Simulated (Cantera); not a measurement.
An isothermal, constant-pressure homogeneous reactor starts with CO : O2 : H2O : N2 = 0.013 : 0.0032 : 0.00026 : 1 (molar parts), at 1523 K and 0.400 bar. Integrator tolerance rtol = 1e-08.

Detailed kinetics in Cantera: GRI-Mech 3.0 (53 species, 325 reactions).

Task: What does this change do: temperature 1523 to 948 K?

Result: 
```csv
quantity,before,after
x(CO) at 20.0 s,0.00645 (gas-phase equilibrium 0.00644),0.00804 (gas-phase equilibrium 0.00635)
x(O2) at 20.0 s,1.47e-9 (gas-phase equilibrium 1.17e-10),0.000770 (gas-phase equilibrium <1e-12)
x(H2O) at 20.0 s,0.000186 (gas-phase equilibrium 0.000186),0.000241 (gas-phase equilibrium 9.26e-5)
x(H) at 20.0 s,1.07e-6 (gas-phase equilibrium 3.08e-7),3.91e-6 (gas-phase equilibrium 1.07e-11)
x(H2O2) at 20.0 s,<1e-12 (gas-phase equilibrium <1e-12),1.50e-9 (gas-phase equilibrium <1e-12)
```
